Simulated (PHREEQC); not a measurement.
1 kg of water holding 0.014 mol/kgw KHCO3, 0.014 mol/kgw KCl and 0.04 mol/kgw K2CO3 is evaporated at 30 °C; the solids stay in contact with the brine. CO2 is held at log p = -3.4 (atm). Only these solids could form: Kalicinite, Sylvite.

Base run: PHREEQC, Pitzer model, pitzer.dat. Each further column changes one thing. The table gives ionic strength.

| H2O removed (mol) | base | temperature from 30 to 5 °C | temperature from 30 to 25 °C |
|---|---|---|---|
| 0 | 0.134 | [?] | 0.133 |
| 18.01 | 0.204 | [?] | [?] |
| 34.69 | 0.378 | 0.361 | 0.375 |
| 41.44 | 0.569 | 0.547 | [?] |
| 47.7 | 1.04 | 1.01 | 1.04 |
| 50.23 | 1.56 | [?] | 1.56 |
| 51.94 | 2.33 | 2.28 | [?] |
| 53.53 | 4.22 | 4.15 | 4.21 |
| 54.17 | 6.26 | 6.17 | 6.25 |
| 54.76 | 11.2 | 11.1 | 11.2 |
| 55.01 | 14.2 | 15.7 | 15.0 |

Question: Complete the blanks.

Answer: 
- 0, temperature from 30 to 5 °C: 0.127
- 18.01, temperature from 30 to 5 °C: 0.193
- 18.01, temperature from 30 to 25 °C: 0.202
- 41.44, temperature from 30 to 25 °C: 0.565
- 50.23, temperature from 30 to 5 °C: 1.52
- 51.94, temperature from 30 to 25 °C: 2.32

 Away from 25 °C the constants follow the database's enthalpies or fits; those with neither stay at their 25 °C values.
